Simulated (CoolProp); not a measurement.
Carbon dioxide at 782.45 K and 14.5 MPa is throttled through a valve to 7.99 MPa with no heat exchange. Each further row changes one setting.

The numbers come from the reference Helmholtz-energy equation of state, Span 1996 in CoolProp.

```json
[
 {"case": "as stated", "temperature change (K)": "___", "final phase": "supercritical", "final density (kg/m³)": "___"},
 {"case": "outlet pressure 2.4 MPa", "temperature change (K)": "-10.6", "final phase": "gas", "final density (kg/m³)": "___"},
 {"case": "outlet pressure 10.4 MPa", "temperature change (K)": "-3.3", "final phase": "supercritical", "final density (kg/m³)": "___"}
]
```

Question: What belongs in the gaps?

Answer: 
- as stated, temperature change (K): -5.3
- as stated, final density (kg/m³): 54.0
- outlet pressure 2.4 MPa, final density (kg/m³): 16.4
- outlet pressure 10.4 MPa, final density (kg/m³): 69.9
